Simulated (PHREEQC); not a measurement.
Make-up at 25 °C: 0.0039 mol/kgw HNO3, 0.045 mol/kgw AlCl3 and 6.9e-05 mol/kgw MnSO4. Closed to the air; pH follows from the charge balance.

Computed with PHREEQC (ion-association model, phreeqc.dat).

```json
[
 {"quantity": "pH", "before": "2.51", "after": "2.21"},
 {"quantity": "Mn+2 (mol/kgw)", "before": "5.93e-5", "after": "5.94e-5"},
 {"quantity": "SO4-2 (mol/kgw)", "before": "9.77e-6", "after": "9.70e-6"},
 {"quantity": "MnSO4 (mol/kgw)", "before": "7.51e-9", "after": "7.38e-9"},
 {"quantity": "Mn(NO3)2 (mol/kgw)", "before": "4.47e-10", "after": "1.77e-9"}
]
```

### Question
Which change was made?
A. 0.063 mol/kgw NaCl added
B. HNO3 from 0.0039 to 0.039 mol/kgw
C. temperature from 25 to 75 °C
D. HNO3 from 0.0039 to 0.0078 mol/kgw
E. AlCl3 left out

### Answer
D, HNO3 from 0.0039 to 0.0078 mol/kgw

No solid was allowed to form.
